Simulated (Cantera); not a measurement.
A Cantera script and what it prints.

```python
import numpy as np
import cantera as ct

gas_names = """
    H HO2 H2 H2O H2O2 H2S H2SO4 Mg MgH MgO MgOH MgO2H2 MgS Mg2 O OH O2 O3 S SH SO SO2 SO3 S2 S2O S8
""".split()
cond_names = """
    H2O(s) H2O(L) H2SO4(L) Mg(cr) Mg(L) MgO(s) MgO(L) MgO2H2(s) MgS(s) MgSO4(s) MgSO4(L) S(cr1) S(cr2)
    S(L)
""".split()


# ... load() reads the species with a 1 bar reference pressure and builds the phases ...
atoms = {
    'MgO': {'Mg': 1, 'O': 1},
    'SO3': {'S': 1, 'O': 3},
    'H2O': {'H': 2, 'O': 1},
}
top_T = {'MgS(s)': 2250}  # K; cautious upper limits of use, not melting points


# ... equilibrate(T, P, feed) seeds the gas with the atoms and calls Mixture.equilibrate('TP', solver="vcs", rtol=1e-11, max_steps=5000) ...
results = []
feed = {'MgO': 1, 'SO3': 2.6, 'H2O': 0.38}  # mol
P = 101325  # Pa
for T in [1173, 1223, 1273, 1323, 1373, 1423, 1473, 1523, 1573, 1623]:
    mix = equilibrate(T, P, feed)
    results.append((T, P, feed, dict(zip(mix.species_names, mix.species_moles))))
    x = sorted(zip(gas.X, gas.species_names), reverse=True)
    print(f"T = {T:g} K  P = {P:g} Pa  gas = {mix.phase_moles(0):.4g} mol")
    print("   x: " + "  ".join(f"{s} {v:.3e}" for v, s in x if v > 1e-06))
    print("   condensed (mol): " + ("  ".join(f"{mix.phase(i).name} {mix.phase_moles(i):.4g}"
          for i in range(1, mix.n_phases) if mix.phase_moles(i) > 1e-12) or "none"))
```

Result:

```
T = 1173 K  P = 101325 Pa  gas = 2.667 mol
   x: SO2 5.153e-01  O2 2.576e-01  H2O 1.425e-01  SO3 8.464e-02  H2SO4 1.091e-05  OH 2.575e-06
   condensed (mol): MgSO4(s) 1
T = 1223 K  P = 101325 Pa  gas = 2.7 mol
   x: SO2 5.332e-01  O2 2.666e-01  H2O 1.407e-01  SO3 5.938e-02  H2SO4 5.259e-06  OH 5.105e-06
   condensed (mol): MgSO4(s) 1
T = 1273 K  P = 101325 Pa  gas = 2.722 mol
   x: SO2 5.454e-01  O2 2.727e-01  H2O 1.396e-01  SO3 4.230e-02  OH 9.587e-06  H2SO4 2.667e-06
   condensed (mol): MgSO4(s) 1
T = 1323 K  P = 101325 Pa  gas = 2.738 mol
   x: SO2 5.537e-01  O2 2.768e-01  H2O 1.388e-01  SO3 3.066e-02  OH 1.716e-05  H2SO4 1.419e-06
   condensed (mol): MgSO4(s) 1
T = 1373 K  P = 101325 Pa  gas = 4.228 mol
   x: SO2 5.904e-01  O2 2.952e-01  H2O 8.986e-02  SO3 2.456e-02  OH 2.405e-05
   condensed (mol): MgO(s) 1
T = 1423 K  P = 101325 Pa  gas = 4.241 mol
   x: SO2 5.946e-01  O2 2.973e-01  H2O 8.958e-02  SO3 1.847e-02  OH 3.971e-05
   condensed (mol): MgO(s) 1
T = 1473 K  P = 101325 Pa  gas = 4.25 mol
   x: SO2 5.976e-01  O2 2.988e-01  H2O 8.938e-02  SO3 1.414e-02  OH 6.337e-05  O 1.516e-06
   condensed (mol): MgO(s) 1
T = 1523 K  P = 101325 Pa  gas = 4.257 mol
   x: SO2 5.998e-01  O2 2.999e-01  H2O 8.922e-02  SO3 1.101e-02  OH 9.807e-05  O 3.001e-06
   condensed (mol): MgO(s) 1
T = 1573 K  P = 101325 Pa  gas = 4.262 mol
   x: SO2 6.014e-01  O2 3.007e-01  H2O 8.909e-02  SO3 8.700e-03  OH 1.476e-04  O 5.690e-06  SO 1.177e-06
   condensed (mol): MgO(s) 1
T = 1623 K  P = 101325 Pa  gas = 4.265 mol
   x: SO2 6.026e-01  O2 3.012e-01  H2O 8.898e-02  SO3 6.974e-03  OH 2.166e-04  O 1.037e-05  SO 2.398e-06  H2 1.395e-06
   condensed (mol): MgO(s) 1
```

Equilibrium computed with Cantera from the NASA thermochemical tables; the gas is ideal and each condensed phase is pure.
